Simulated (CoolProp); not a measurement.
Saturation properties of CF4 (R14).

Values from CoolProp's reference Helmholtz-energy equation of state, Platzer 1990. This equation is an older, rougher fit; its heat capacities, sound speeds and derivatives of the liquid may be far off and weren't checked against measurements.

```tsv
T (°C)	p (kPa)	enthalpy of vaporisation (kJ/kg)	surface tension (mN/m)	liquid viscosity (µPa s)
-136.15	55.13	138.6	13.5	273
-133.95	65.55	137.5	13.1	261
-131.75	77.47	136.4	12.7	250
-129.55	91.03	135.2	12.3	240
-127.35	106.4	134.1	11.9	231
-125.15	123.7	132.8	11.5	222
-123.05	142.1	131.7	11.1	213
-120.85	163.7	130.4	10.7	205
-118.65	187.6	129.1	10.3	198
-116.45	214.2	127.7	9.95	191
-114.25	243.6	126.4	9.57	184
-112.05	275.9	124.9	9.19	178
-109.85	311.3	123.5	8.81	172
```

It boils at -128.0 °C under 1 atm.

Viscosity comes from a separate model (Huber 2003), an estimate that may be off by 10 % or more. Surface tension comes from a separate correlation (Mulero 2012).
